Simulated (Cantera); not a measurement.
# Thermodynamics of silicon carbide growth, feed SiCl₄ + C₃H₈ + H₂

Input: 1 mol SiCl₄, 0.13 mol C₃H₈, a varied amount of H₂, equilibrated at 1127 °C and 7.50 Torr.

These are equilibrium values from Cantera (NASA tables, ideal gas, pure condensed phases), not measurements of a reactor. Candidate condensed phases: C, C₆H₆, C₇H₈, C₈H₁₈, Si, SiC; 109 gas species. Mutual solubility and eutectic melting of coexisting phases are not modelled. The tables' values for SiCl₃ are old estimates; treat these amounts as uncertain. Rates play no part.

```json
[
 {"n(H₂) (mol)": "15", "x H₂": "0.811", "x HCl": "0.154", "x SiCl₂": "0.0309", "x SiCl₃": "0.00264", "x SiCl₄": "0.000953", "x SiHCl₃": "0.000355", "x H": "4.38e-5", "n SiC(s)": "0.390", "n Si(s)": "0"},
 {"n(H₂) (mol)": "31", "x H₂": "0.900", "x HCl": "0.0819", "x SiCl₂": "0.0172", "x SiCl₃": "0.000739", "x SiCl₄": "0.000135", "x SiHCl₃": "0.000105", "x H": "4.61e-5", "n SiC(s)": "0.390", "n Si(s)": "0"},
 {"n(H₂) (mol)": "46", "x H₂": "0.929", "x HCl": "0.0590", "x SiCl₂": "0.0111", "x SiCl₃": "0.000336", "x SiCl₄": "4.35e-5", "x SiHCl₃": "4.85e-5", "x H": "4.69e-5", "n SiC(s)": "0.390", "n Si(s)": "0.0526"},
 {"n(H₂) (mol)": "62", "x H₂": "0.945", "x HCl": "0.0473", "x SiCl₂": "0.00700", "x SiCl₃": "0.000169", "x SiCl₄": "1.74e-5", "x SiHCl₃": "2.46e-5", "x H": "4.73e-5", "n SiC(s)": "0.390", "n Si(s)": "0.145"},
 {"n(H₂) (mol)": "77", "x H₂": "0.955", "x HCl": "0.0400", "x SiCl₂": "0.00495", "x SiCl₃": "0.000101", "x SiCl₄": "8.71e-6", "x SiHCl₃": "1.47e-5", "x H": "4.75e-5", "n SiC(s)": "0.390", "n Si(s)": "0.206"},
 {"n(H₂) (mol)": "93", "x H₂": "0.962", "x HCl": "0.0344", "x SiCl₂": "0.00363", "x SiCl₃": "6.32e-5", "x SiCl₄": "4.68e-6", "x SiHCl₃": "9.27e-6", "x H": "4.77e-5", "n SiC(s)": "0.390", "n Si(s)": "0.256"},
 {"n(H₂) (mol)": "110", "x H₂": "0.967", "x HCl": "0.0299", "x SiCl₂": "0.00273", "x SiCl₃": "4.13e-5", "x SiCl₄": "2.66e-6", "x SiHCl₃": "6.08e-6", "x H": "4.78e-5", "n SiC(s)": "0.390", "n Si(s)": "0.297"},
 {"n(H₂) (mol)": "120", "x H₂": "0.970", "x HCl": "0.0278", "x SiCl₂": "0.00235", "x SiCl₃": "3.31e-5", "x SiCl₄": "1.97e-6", "x SiHCl₃": "4.87e-6", "x H": "4.79e-5", "n SiC(s)": "0.390", "n Si(s)": "0.316"}
]
```
x: gas mole fraction; n: condensed amount in mol.

From 15 mol H₂ to 31 mol H₂ the condensed part is SiC(s). From 46 mol H₂ to 120 mol H₂ the condensed part is Si(s) + SiC(s). The main Si-bearing gas is SiCl₂ throughout.
